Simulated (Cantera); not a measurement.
Feed: 1 mol CH2F2, 0.2 mol CH4, at 2250 K and 0.133 bar.

Cantera equilibrium calculation (NASA polynomials, part measured and part estimated; ideal gas, pure solids and liquids). Candidate condensed phases: C, C6H6, C7H8, C8H18; 95 gas species. Equilibrium is a limit: real reactors are often held back by kinetics, nucleation or transport.

Base state: HF 0.830, H2 0.161, H 0.00817, C2H2 (acetylene) 0.000540, F 4.26e-5 (mole fractions); condensed: C(graphite).

### Question
What changes in the equilibrium state with this change: CH2F2 replaced by C2F6?

### Answer
```tsv
species	before	after
CF4	<1e-9	0.476
HF	0.830	0.344
CF2	1.91e-7	0.132
H2	0.161	4.03e-8
CF3	<1e-9	0.0123
F	4.26e-5	0.0354
C2H2 (acetylene)	0.000540	<1e-9
C2F4	<1e-9	1.80e-5
CHF3	<1e-9	1.25e-5
H	0.00817	4.08e-6
C(graphite), mol	1.20	0.760
```
The feed counts by its element totals alone. The tables' values for C2F4 are old estimates; treat these amounts as uncertain. Gases not in the tables: C2F6 and larger saturated fluorocarbons.
